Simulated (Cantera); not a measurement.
## Hydrogen reduction and annealing atmospheres: SiO₂ + H₂

Input: 1 mol SiO₂, 0.53 mol H₂, equilibrated at 0.00110 bar.

Equilibrium computed with Cantera from the NASA thermochemical tables; the gas is ideal and each condensed phase is pure. Candidate condensed phases: H₂O, Si, SiO₂; 18 gas species. The tables hold silica as quartz up to 1696 K and as liquid above; real silica turns to tridymite and cristobalite and melts near 1996 K. Equilibrium is a limit: real reactors are often held back by kinetics, nucleation or transport.

```tsv
T (K)	x H₂	x SiO	x H₂O	x H	x OH	n SiO₂(β-quartz)	n SiO₂(condensed)
1473	0.998	0.000838	0.000838	0.000381	8.32e-9	1.000	0
1498	0.997	0.00121	0.00121	0.000517	1.78e-8	0.999	0
1523	0.996	0.00173	0.00173	0.000695	3.72e-8	0.999	0
1548	0.994	0.00244	0.00244	0.000926	7.58e-8	0.999	0
1573	0.992	0.00340	0.00340	0.00122	1.51e-7	0.998	0
1598	0.989	0.00468	0.00468	0.00160	2.94e-7	0.998	0
1623	0.985	0.00639	0.00639	0.00207	5.61e-7	0.997	0
1648	0.980	0.00862	0.00862	0.00266	1.05e-6	0.995	0
1673	0.974	0.0115	0.0115	0.00339	1.93e-6	0.994	0
1698	0.965	0.0152	0.0152	0.00428	3.47e-6	0	0.992
```
x: gas mole fraction; n: condensed amount in mol.

From 1473 K to 1673 K the condensed part is SiO₂(β-quartz). At 1698 K the condensed part is SiO₂(condensed). The main Si-bearing gas is SiO throughout.
